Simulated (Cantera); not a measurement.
**HMDSO + NO + H2 (silicon oxide and oxynitride deposition)**

Charge: 1 mol HMDSO, 1.1 mol NO, 2.3 mol H2, equilibrated at 13.3 mbar.

Equilibrium computed with Cantera from the NASA thermochemical tables; the gas is ideal and each condensed phase is pure. Candidate condensed phases: C, C6H6, C7H8, C8H18, H2O, Si, SiC, SiO2, Si2N2O, Si3N4; 151 gas species. The feed counts by its element totals alone. Gases not in the tables: Si2H6 and higher silanes. Rates play no part.

From 1523 K to 2123 K the condensed part is C(graphite) + SiC(s). The main Si-bearing gas is SiO throughout. The share of Si in condensed phases is highest at 1523 K (99.8 %) and lowest at 2123 K (97.8 %).

| T (K) | log p H2 | log p CO | log p N2 | log p H | log p HCN | log p SiO | log p C2H2 (acetylene) | n C(graphite) | n SiC(s) |
|---|---|---|---|---|---|---|---|---|---|
| 1523 | -1.97 | -2.70 | -3.28 | -5.62 | -5.53 | -5.36 | -6.89 | 1.91 | 2.00 |
| 1573 | -1.97 | -2.70 | -3.28 | -5.37 | -5.39 | -5.28 | -6.65 | 1.91 | 1.99 |
| 1623 | -1.97 | -2.70 | -3.28 | -5.14 | -5.25 | -5.20 | -6.42 | 1.91 | 1.99 |
| 1673 | -1.97 | -2.70 | -3.28 | -4.93 | -5.13 | -5.13 | -6.21 | 1.91 | 1.99 |
| 1723 | -1.97 | -2.70 | -3.28 | -4.72 | -5.01 | -5.06 | -6.01 | 1.91 | 1.99 |
| 1773 | -1.97 | -2.70 | -3.29 | -4.53 | -4.90 | -4.99 | -5.82 | 1.90 | 1.99 |
| 1823 | -1.97 | -2.70 | -3.29 | -4.35 | -4.79 | -4.93 | -5.64 | 1.90 | 1.99 |
| 1873 | -1.97 | -2.70 | -3.29 | -4.17 | -4.69 | -4.87 | -5.48 | 1.90 | 1.99 |
| 1923 | -1.97 | -2.70 | -3.29 | -4.01 | -4.60 | -4.81 | -5.32 | 1.90 | 1.98 |
| 1973 | -1.97 | -2.70 | -3.30 | -3.86 | -4.51 | -4.76 | -5.17 | 1.89 | 1.98 |
| 2023 | -1.98 | -2.71 | -3.30 | -3.71 | -4.43 | -4.71 | -5.02 | 1.88 | 1.98 |
| 2073 | -1.98 | -2.71 | -3.30 | -3.57 | -4.35 | -4.67 | -4.89 | 1.88 | 1.97 |
| 2123 | -1.98 | -2.71 | -3.31 | -3.44 | -4.28 | -4.62 | -4.76 | 1.87 | 1.96 |
log p: log10 of the partial pressure in bar; n: condensed amount in mol.
